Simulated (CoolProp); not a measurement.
A single-stage vapour-compression cycle with the fluid: evaporating at 217.15 K (dew point), condensing at 254.15 K (bubble point), superheat 8 K, subcooling 5 K, compressor efficiency 0.65, no pressure losses. The same conditions are run with several fluids, on thermodynamics alone (safety and materials aside).

Model: reference Helmholtz-energy equation of state of each fluid (propane: Lemmon 2009; R407C: Lemmon 2003; R227EA: Lemmon 2016; R115: Lemmon 2016; CH3F (R41): Lemmon 2006; R507A: Lemmon 2003), in CoolProp. Blends and air are pseudo-pure fits.

```
fluid       cooling COP  pressure ratio  discharge temperature (K)  refrigerating effect (kJ/kg)  volumetric capacity (kJ/m³)
----------  -----------  --------------  -------------------------  ----------------------------  ---------------------------
propane            3.42            4.82                      301.2                           378                          478
R407C              2.75            8.21                      328.6                           217                          360
R227EA             3.39            7.26                      276.2                           120                          136
R115               3.37            5.16                      277.0                           106                          401
CH3F (R41)         3.17            3.89                      342.0                           394                         2330
R507A              3.37            5.15                      292.6                           168                          582
```
